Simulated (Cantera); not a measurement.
# Premixed flame

A freely propagating, adiabatic, planar premixed flame of 37.8 % H2, 11.1 % O2, 51.1 % N2, equivalence ratio 1.7, unburnt at 600 K and 1650 Torr; multicomponent transport, grid criteria slope 0.08 and curve 0.16, no radiation.

Cantera simulation using the H2/O2 subset of GRI-Mech 3.0, which has no nitrogen chemistry; the numbers are that mechanism's predictions, not measurements. The hydrogen kinetics of GRI-Mech 3.0 are dated; newer H2 mechanisms differ, most at raised pressure. Burning velocities carry a grid error of a few per cent, more on coarse grids.

```tsv
z (mm)	T (K)	u (m/s)	x H2	x O2	x OH	x H2O	x HO2	x O
-0.501	600	7.95	0.378	0.111	<1e-8	<1e-8	<1e-8	<1e-8
-0.334	600	7.95	0.378	0.111	<1e-8	<1e-8	<1e-8	<1e-8
-0.251	600	7.95	0.378	0.111	<1e-8	<1e-8	<1e-8	<1e-8
-0.167	600	7.95	0.378	0.111	<1e-8	7.92e-7	1.36e-6	<1e-8
-0.0835	631	8.32	0.373	0.111	9.03e-5	0.00146	0.000378	1.44e-5
-0.0418	874	11.3	0.341	0.103	0.000790	0.0235	0.000286	0.000339
0	1274	16.0	0.255	0.0699	0.00236	0.0964	0.000126	0.00276
0.0418	1560	19.3	0.174	0.0244	0.00487	0.184	4.15e-5	0.00397
0.0835	1695	20.8	0.148	0.00700	0.00588	0.219	1.15e-5	0.00291
0.167	1820	22.2	0.146	0.00167	0.00631	0.231	2.72e-6	0.00196
0.334	1940	23.4	0.152	0.000872	0.00596	0.236	1.42e-6	0.00127
0.668	2045	24.5	0.159	0.000462	0.00498	0.240	7.80e-7	0.000694
1.34	2129	25.3	0.164	0.000207	0.00368	0.244	3.77e-7	0.000316
```
x: mole fraction of selected species; z is measured from the peak of heat release.

```yaml
laminar_burning_velocity: 795 cm/s
thermal_thickness: 0.167 mm
peak x(OH): 0.00631
peak x(HO2): 0.000449
peak x(O): 0.00407
grid_points: 121
```
